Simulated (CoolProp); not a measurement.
Vapour-liquid equilibrium of sulfur dioxide (1) + toluene (2) at 0.0426 MPa; x and y are mole fractions of (1).

The numbers come from the multi-fluid Helmholtz-energy mixture model, Gao 2016 and Lemmon 2006; pair parameters Bell 2016 in CoolProp.

```tsv
x	bubble temperature (K)	y at the bubble point	dew temperature at overall composition x (K)	liquid density (mol/L)
0.05	324.2	0.710	354.3	9.387
0.2	283.8	0.968	349.5	10.88
0.35	267.3	0.991	343.9	12.37
0.5	258.4	0.996	337.1	14.09
0.65	253.0	0.998	328.5	16.16
0.8	249.3	0.999	316.1	18.76
0.95	246.2	1.000	290.5	22.15
```

No azeotrope shows between x = 0.05 and 0.95.

The pair parameters rest on a limited set of measurements; away from them the model extrapolates. The gap from Raoult's law changes sign with composition, which may be real or a fault of the pair parameters; it wasn't checked against measurements.
